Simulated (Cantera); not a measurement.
An isothermal, constant-pressure homogeneous reactor starts with 10.7 % H2, 89.3 % O2, equivalence ratio 0.060, at 1275 K and 5.18 Torr.

Cantera simulation using GRI-Mech 3.0 (53 species, 325 reactions); the numbers are that mechanism's predictions, not measurements. Radical loss at walls, strong at low pressure, is not modelled. The temperature is held fixed by assumption; the heat of reaction is taken as removed at once.

x: mole fraction; the columns are a selection and need not sum to one.

```json
[
 {"t (s)": "1.00e-6", "x H2": "0.107", "x O2": "0.893", "x OH": "1.32e-12", "x H2O": "<1e-12", "x H2O2": "<1e-12", "x O": "1.33e-12", "x HO2": "1.73e-10"},
 {"t (s)": "5.01e-6", "x H2": "0.107", "x O2": "0.893", "x OH": "3.16e-11", "x H2O": "1.02e-12", "x H2O2": "<1e-12", "x O": "3.21e-11", "x HO2": "8.66e-10"},
 {"t (s)": "2.51e-5", "x H2": "0.107", "x O2": "0.893", "x OH": "6.71e-10", "x H2O": "1.13e-10", "x H2O2": "<1e-12", "x O": "7.15e-10", "x HO2": "4.34e-9"},
 {"t (s)": "0.000126", "x H2": "0.107", "x O2": "0.893", "x OH": "1.06e-8", "x H2O": "9.43e-9", "x H2O2": "1.14e-11", "x O": "1.34e-8", "x HO2": "2.18e-8"},
 {"t (s)": "0.000632", "x H2": "0.107", "x O2": "0.893", "x OH": "7.54e-7", "x H2O": "1.88e-6", "x H2O2": "2.82e-10", "x O": "1.08e-6", "x HO2": "1.10e-7"},
 {"t (s)": "0.00317", "x H2": "0.00485", "x O2": "0.819", "x OH": "0.00920", "x H2O": "0.0842", "x H2O2": "1.02e-7", "x O": "0.0557", "x HO2": "2.60e-6"},
 {"t (s)": "0.0159", "x H2": "(withheld)", "x O2": "0.825", "x OH": "(withheld)", "x H2O": "0.0909", "x H2O2": "8.21e-8", "x O": "0.0531", "x HO2": "2.53e-6"},
 {"t (s)": "0.0796", "x H2": "0.00168", "x O2": "0.854", "x OH": "0.00586", "x H2O": "0.102", "x H2O2": "8.76e-8", "x O": "0.0281", "x HO2": "2.37e-6"},
 {"t (s)": "0.399", "x H2": "0.000220", "x O2": "0.882", "x OH": "0.00215", "x H2O": "0.111", "x H2O2": "5.44e-8", "x O": "0.00349", "x HO2": "1.10e-6"},
 {"t (s)": "2.00", "x H2": "(withheld)", "x O2": "0.886", "x OH": "(withheld)", "x H2O": "0.113", "x H2O2": "(withheld)", "x O": "(withheld)", "x HO2": "(withheld)"}
]
```

**Question.** What belongs in the gaps?

**Answer.** 
- 0.0159, x H2: 0.00294
- 0.0159, x OH: 0.00762
- 2.00, x H2: 1.18e-5
- 2.00, x OH: 0.000500
- 2.00, x H2O2: 1.31e-8
- 2.00, x O: 0.000185
- 2.00, x HO2: 1.43e-7
